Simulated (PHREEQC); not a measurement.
Dissolve 81 mmol/kgw FeCl3, 0.035 mmol/kgw CaCl2 and 140 mmol/kgw HCl at 25 °C. Closed to the air; pH follows from the charge balance.

Equilibrium calculation in PHREEQC: ion-association model, phreeqc.dat.

Each row changes one thing in this solution. Precipitation was switched off in this run.

```
case                                                pH  ionic strength (mol/kgw)  Cl- (mol/kgw)  FeCl+2 (mol/kgw)  Fe+3 (mol/kgw)  FeCl2+ (mol/kgw)  SI of Goethite (FeOOH)  SI of Hematite (Fe2O3)
------------------------------------------------  ----  ------------------------  -------------  ----------------  --------------  ----------------  ----------------------  ----------------------
as made                                           0.96                     0.410          0.306            0.0474          0.0185            0.0143                   +1.14                   +4.29
0.12 mol/kgw Fe(NO3)3 added                       0.97                     0.902          0.230             0.114          0.0655            0.0194                   +1.58                   +5.18
HCl from 0.14 to 0.154 mol/kgw                    0.93                     0.421          0.319            0.0476          0.0179            0.0148                   +1.00                   +4.01
HCl replaced by NH4Cl at the same molality        2.00                     0.433          0.317            0.0405          0.0154            0.0124                   +4.16                  +10.34
CaCl2 from 3.5e-05 to 7e-06 mol/kgw               0.96                     0.410          0.306            0.0474          0.0185            0.0143                   +1.14                   +4.29
CaCl2 from 3.5e-05 to 7e-05 mol/kgw               0.96                     0.410          0.306            0.0474          0.0185            0.0143                   +1.14                   +4.29
CaCl2 replaced by (CH3)4NCl at the same molality  0.96                     0.410          0.306            0.0474          0.0185            0.0143                   +1.14                   +4.29
0.0031 mol/kgw HF added                           0.96                     0.411          0.309            0.0457          0.0177            0.0139                   +1.09                   +4.19
```

The ionic strength passes 0.7 mol/kgw, the rough limit of the ion-association models, in 0.12 mol/kgw Fe(NO3)3 added. Some of these states are supersaturated (in Hematite (slow to form), Goethite (slow to form), for instance).
